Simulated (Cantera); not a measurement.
Input (Python, Cantera):

```python
import numpy as np
import cantera as ct

gas = ct.Solution("gri30.yaml")
gas.TPX = 898, 500000, {'CO': 0.015, 'O2': 0.046, 'H2O': 0.034, 'N2': 1}
reactor = ct.IdealGasConstPressureReactor(gas, energy="off", clone=False)
net = ct.ReactorNet([reactor])
net.rtol, net.atol = 1e-08, 1e-18
show = ['CO', 'O2', 'H2O', 'NO', 'O', 'NO2', 'H']
times = np.geomspace(2e-06, 200, 13)

steps = ct.SolutionArray(gas, extra=["t"])
rows = []
print(f"{'t/s':>10s}{'T/K':>9s}{'P/Pa':>11s}" + "".join(f"{s:>11s}" for s in show))
for t in times:
    while net.time < t:
        t_next = net.step()
        steps.append(gas.state, t=t_next)
    rows.append([np.interp(t, steps.t, y) for y in (steps.T, steps.P, *steps(*show).X.T)])
    print(f"{t:10.3e}{rows[-1][0]:9.1f}{rows[-1][1]:11.4g}" + "".join(f"{x:11.3e}" for x in rows[-1][2:]))
rate = np.gradient(steps.T, steps.t)
print("integrator steps:", len(steps.t))
if steps.T.max() > steps.T[0] + 200:
    print(f"time of steepest temperature rise: {steps.t[rate.argmax()]:.4e} s")
gas.TPX = 898, 500000, {'CO': 0.015, 'O2': 0.046, 'H2O': 0.034, 'N2': 1}
gas.equilibrate("TP")
print(f"equilibrium (TP): T = {gas.T:.1f} K  " + "  ".join(f"{s} {gas[s].X[0]:.3e}" for s in show))
```

It prints:

```
       t/s      T/K       P/Pa         CO         O2        H2O         NO          O        NO2          H
 2.000e-06    898.0      5e+05  1.370e-02  4.201e-02  3.105e-02  1.582e-27  4.463e-13  3.182e-38  1.311e-16
 9.283e-06    898.0      5e+05  1.370e-02  4.201e-02  3.105e-02  4.355e-26  2.035e-12  9.954e-36  2.685e-15
 4.309e-05    898.0      5e+05  1.370e-02  4.201e-02  3.105e-02  1.033e-24  8.715e-12  4.901e-33  2.171e-14
 2.000e-04    898.0      5e+05  1.370e-02  4.201e-02  3.105e-02  2.068e-23  2.873e-11  3.346e-30  8.318e-14
 9.283e-04    898.0      5e+05  1.370e-02  4.201e-02  3.105e-02  2.574e-22  4.603e-11  1.711e-27  1.561e-13
 4.309e-03    898.0      5e+05  1.370e-02  4.201e-02  3.105e-02  1.962e-21  4.785e-11  3.638e-25  2.756e-13
 2.000e-02    898.0      5e+05  1.370e-02  4.201e-02  3.105e-02  2.104e-20  5.436e-11  8.412e-23  8.674e-13
 9.283e-02    898.0      5e+05  1.370e-02  4.201e-02  3.105e-02  5.242e-19  9.612e-11  4.824e-20  4.683e-12
 4.309e-01    898.0      5e+05  1.368e-02  4.200e-02  3.105e-02  2.354e-17  5.523e-10  9.301e-17  4.896e-11
 2.000e+00    898.0      5e+05  1.297e-02  4.166e-02  3.106e-02  1.174e-15  2.402e-09  5.228e-14  2.727e-10
 9.283e+00    898.0      5e+05  8.693e-03  3.960e-02  3.112e-02  3.113e-14  2.130e-09  2.415e-12  2.173e-10
 4.309e+01    898.0      5e+05  2.065e-03  3.640e-02  3.123e-02  1.183e-13  5.907e-10  2.117e-11  3.827e-11
 2.000e+02    898.0      5e+05  1.906e-04  3.549e-02  3.126e-02  5.806e-14  2.329e-11  3.760e-11  1.032e-12
integrator steps: 907
equilibrium (TP): T = 898.0 K  CO 4.218e-14  O2 3.540e-02  H2O 3.126e-02  NO 4.003e-06  O 4.230e-13  NO2 4.353e-07  H 2.323e-17
```

Detailed kinetics in Cantera: GRI-Mech 3.0 (53 species, 325 reactions).
